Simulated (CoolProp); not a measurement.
Ethylene along the isobar 3.64 MPa: density (kg/m³) from the reference equation and from simpler models built on Tc = 282.4 K, pc = 5.042 MPa, ω = 0.087; each cubic takes its own stable root.

Computed with CoolProp (reference Helmholtz-energy equation of state, Smukala 2000).

| T (K) | phase | reference | Redlich-Kwong | Soave-Redlich-Kwong |
|---|---|---|---|---|
| 271.3 | gas | 74.69 | 73.13 | 73.65 |
| 296.8 | gas | 55.06 | 55.21 | 54.99 |
| 322.3 | gas | 46.33 | 46.60 | 46.25 |
| 347.9 | gas | 40.69 | 40.96 | 40.57 |
| 373.4 | gas | 36.60 | 36.84 | 36.46 |
| 398.9 | gas | 33.42 | 33.64 | 33.26 |
| 424.5 | gas | 30.83 | 31.03 | 30.67 |
| 450 | gas | 28.68 | 28.86 | 28.52 |
